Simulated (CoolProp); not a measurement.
A simple Rankine cycle with isohexane: condensing at 297.15 K, boiler at 1.26 MPa, turbine inlet 443.4 K, turbine efficiency 0.7, pump efficiency 0.6, no recuperator. Each further row changes one setting.

Computed with CoolProp (reference Helmholtz-energy equation of state, Lemmon 2006). It is a short technical equation, of lower accuracy than the large ones.

| case | thermal efficiency (%) | net work (kJ/kg) | heat in (kJ/kg) | turbine exit temperature (K) | volume ratio over the turbine |
|---|---|---|---|---|---|
| as stated | 15.4 | 91.9 | 595 | 380.8 | 55.0 |
| turbine inlet 463.4 K | 15.2 | 98.8 | 650 | 403.4 | 51.8 |
| condensing temperature 289.15 K | 16.3 | 100 | 613 | 376.6 | … |
| boiler pressure 0.882 MPa | 14.4 | … | 613 | 391.1 | 34.6 |
| turbine efficiency 0.6 | … | … | 595 | … | 56.0 |

Question: What belongs in the gaps?

Answer: 
- condensing temperature 289.15 K, volume ratio over the turbine: 77.0
- boiler pressure 0.882 MPa, net work (kJ/kg): 88.0
- turbine efficiency 0.6, thermal efficiency (%): 13.2
- turbine efficiency 0.6, net work (kJ/kg): 78.3
- turbine efficiency 0.6, turbine exit temperature (K): 387.4
